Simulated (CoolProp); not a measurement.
Vapour-liquid equilibrium of ethane (1) + hydrogen chloride (2) at -83.65 °C; x and y are mole fractions of (1).

Computed with CoolProp (multi-fluid Helmholtz-energy mixture model, Bücker 2006 and Thol 2018; pair parameters Bell 2016).

```json
[
 {"x": "0.05", "bubble pressure, mixture model (MPa)": "[?]", "bubble pressure, Raoult's law (MPa)": "0.1103", "y, mixture model": "[?]", "y, Raoult's law": "0.059"},
 {"x": "0.2", "bubble pressure, mixture model (MPa)": "0.1698", "bubble pressure, Raoult's law (MPa)": "0.1136", "y, mixture model": "[?]", "y, Raoult's law": "0.231"},
 {"x": "0.35", "bubble pressure, mixture model (MPa)": "0.1782", "bubble pressure, Raoult's law (MPa)": "0.1169", "y, mixture model": "0.492", "y, Raoult's law": "0.393"},
 {"x": "0.5", "bubble pressure, mixture model (MPa)": "[?]", "bubble pressure, Raoult's law (MPa)": "0.1202", "y, mixture model": "[?]", "y, Raoult's law": "0.546"},
 {"x": "0.65", "bubble pressure, mixture model (MPa)": "0.1792", "bubble pressure, Raoult's law (MPa)": "0.1235", "y, mixture model": "[?]", "y, Raoult's law": "0.691"},
 {"x": "0.8", "bubble pressure, mixture model (MPa)": "[?]", "bubble pressure, Raoult's law (MPa)": "0.1268", "y, mixture model": "0.654", "y, Raoult's law": "0.828"},
 {"x": "0.95", "bubble pressure, mixture model (MPa)": "[?]", "bubble pressure, Raoult's law (MPa)": "0.1301", "y, mixture model": "0.860", "y, Raoult's law": "0.958"}
]
```

Task: Complete the blanks.

Result: 
- 0.05, bubble pressure, mixture model (MPa): 0.1358
- 0.05, y, mixture model: 0.226
- 0.2, y, mixture model: 0.435
- 0.5, bubble pressure, mixture model (MPa): 0.1803
- 0.5, y, mixture model: 0.525
- 0.65, y, mixture model: 0.569
- 0.8, bubble pressure, mixture model (MPa): 0.1710
- 0.95, bubble pressure, mixture model (MPa): 0.1460

The largest gap from Raoult's law is +52.4 % in bubble pressure, at x = 0.35. y crosses x between x = 0.5 and 0.65: the model has an azeotrope there.

Pair parameters are fitted to limited data, so mixtures are less certain than the pure fluids. With so large a gap from Raoult's law the liquid may split in two, which this calculation doesn't test in full.
